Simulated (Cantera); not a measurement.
Charge: 1 mol CaCO3, 2.4 mol H2O, 0.27 mol H2, equilibrated at 527 °C and 75.0 Torr.

Cantera equilibrium calculation (NASA polynomials, part measured and part estimated; ideal gas, pure solids and liquids). Candidate condensed phases: C, C6H6, C7H8, C8H18, Ca, CaCO3, CaO, Ca(OH)2, H2O; 115 gas species. The numbers say what is thermodynamically allowed, not how fast it happens.

Question: What is the equilibrium state?

Answer: x(H2O): 0.896
x(H2): 0.101
x(CO2): 0.00311
x(CO): 8.28e-5
n(CaCO3(calcite)): 0.991 mol
n(CaO(s)): 0.00855 mol
gas amount: 2.679 mol
log10 activity of Ca(OH)2(s) (absent): -1.10
log10 activity of C(graphite) (absent): -4.66
log10 activity of Ca(s) (absent): -23.61
